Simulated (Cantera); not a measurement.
## Thermodynamics of silicon carbide growth, feed (CH3)2SiCl2 + C2H4 + H2

Charge: 1 mol (CH3)2SiCl2, 0.025 mol C2H4, 2.5 mol H2, held at 0.133 bar.

Equilibrium computed with Cantera from the NASA thermochemical tables; the gas is ideal and each condensed phase is pure. Candidate condensed phases: C, C6H6, C7H8, C8H18, Si, SiC; 109 gas species. The feed counts by its element totals alone. The tables' values for SiCl, SiCl3 are old estimates; treat these amounts as uncertain. Gases not in the tables: Si2H6 and higher silanes. Rates play no part.

From 1248 K to 2448 K the condensed part is C(graphite) + SiC(s). The main Si-bearing gas is SiCl4 at 1248 K and SiCl2 at 2448 K.

```tsv
T (K)	x H2	x HCl	x H	x SiCl2	x SiCl4	x Cl	n C(graphite)	n SiC(s)
1248	0.732	0.252	1.09e-6	0.000484	0.0127	3.22e-7	1.14	0.901
1348	0.711	0.281	5.34e-6	0.00117	0.00478	1.76e-6	1.10	0.950
1448	0.703	0.291	2.12e-5	0.00219	0.00161	7.15e-6	1.08	0.966
1548	0.701	0.293	7.06e-5	0.00357	0.000557	2.36e-5	1.08	0.966
1648	0.702	0.292	0.000204	0.00531	0.000209	6.66e-5	1.09	0.959
1748	0.703	0.288	0.000525	0.00742	8.51e-5	0.000166	1.10	0.947
1848	0.704	0.283	0.00122	0.00985	3.74e-5	0.000373	1.12	0.932
1948	0.706	0.278	0.00260	0.0125	1.75e-5	0.000767	1.13	0.914
2048	0.706	0.271	0.00515	0.0154	8.66e-6	0.00146	1.14	0.896
2148	0.704	0.263	0.00958	0.0182	4.47e-6	0.00262	1.16	0.875
2248	0.700	0.254	0.0168	0.0210	2.39e-6	0.00442	1.17	0.850
2348	0.690	0.243	0.0281	0.0235	1.31e-6	0.00709	1.18	0.815
2448	0.673	0.229	0.0447	0.0254	7.20e-7	0.0108	1.20	0.753
```
x: gas mole fraction; n: condensed amount in mol.
